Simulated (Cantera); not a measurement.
An adiabatic, constant-pressure homogeneous reactor starts with CO : H2 : CH4 : O2 : N2 = 1 : 0.27 : 0.042 : 0.479 : 3.5 (molar parts), equivalence ratio 1.5, at 1400 K and 4.93 atm. Integrator tolerance rtol = 1e-08.

Cantera simulation using GRI-Mech 3.0 (53 species, 325 reactions); the numbers are that mechanism's predictions, not measurements.

What does this change do: initial temperature 1400 to 1798 K?


```json
[
 {"quantity": "time of steepest temperature rise", "before": "13.7 µs", "after": "3.34 µs"},
 {"quantity": "temperature at 2.00 s", "before": "2604 K", "after": "2826 K"},
 {"quantity": "equilibrium temperature", "before": "2604 K", "after": "2826 K"},
 {"quantity": "x(CO) at 2.00 s", "before": "0.0951 (gas-phase equilibrium 0.0951)", "after": "0.108 (gas-phase equilibrium 0.108)"},
 {"quantity": "x(H2) at 2.00 s", "before": "0.00780 (gas-phase equilibrium 0.00780)", "after": "0.00859 (gas-phase equilibrium 0.00859)"},
 {"quantity": "x(CH4) at 2.00 s", "before": "<1e-12 (gas-phase equilibrium <1e-12)", "after": "<1e-12 (gas-phase equilibrium <1e-12)"},
 {"quantity": "x(C2H2) at 2.00 s", "before": "<1e-12 (gas-phase equilibrium <1e-12)", "after": "<1e-12 (gas-phase equilibrium <1e-12)"},
 {"quantity": "x(NO) at 2.00 s", "before": "0.00196 (gas-phase equilibrium 0.00196)", "after": "0.00566 (gas-phase equilibrium 0.00566)"},
 {"quantity": "x(NO2) at 2.00 s", "before": "2.64e-7 (gas-phase equilibrium 2.64e-7)", "after": "1.31e-6 (gas-phase equilibrium 1.31e-6)"}
]
```

What does this change do: pressure from 4.93 atm to 8.29 atm?


```json
[
 {"quantity": "time of steepest temperature rise", "before": "13.7 µs", "after": "9.81 µs"},
 {"quantity": "temperature at 2.00 s", "before": "2604 K", "after": "2617 K"},
 {"quantity": "equilibrium temperature", "before": "2604 K", "after": "2617 K"},
 {"quantity": "x(CO) at 2.00 s", "before": "0.0951 (gas-phase equilibrium 0.0951)", "after": "0.0942 (gas-phase equilibrium 0.0942)"},
 {"quantity": "x(H2) at 2.00 s", "before": "0.00780 (gas-phase equilibrium 0.00780)", "after": "0.00768 (gas-phase equilibrium 0.00768)"},
 {"quantity": "x(CH4) at 2.00 s", "before": "<1e-12 (gas-phase equilibrium <1e-12)", "after": "<1e-12 (gas-phase equilibrium <1e-12)"},
 {"quantity": "x(C2H2) at 2.00 s", "before": "<1e-12 (gas-phase equilibrium <1e-12)", "after": "<1e-12 (gas-phase equilibrium <1e-12)"},
 {"quantity": "x(NO) at 2.00 s", "before": "0.00196 (gas-phase equilibrium 0.00196)", "after": "0.00169 (gas-phase equilibrium 0.00169)"},
 {"quantity": "x(NO2) at 2.00 s", "before": "2.64e-7 (gas-phase equilibrium 2.64e-7)", "after": "2.44e-7 (gas-phase equilibrium 2.44e-7)"}
]
```
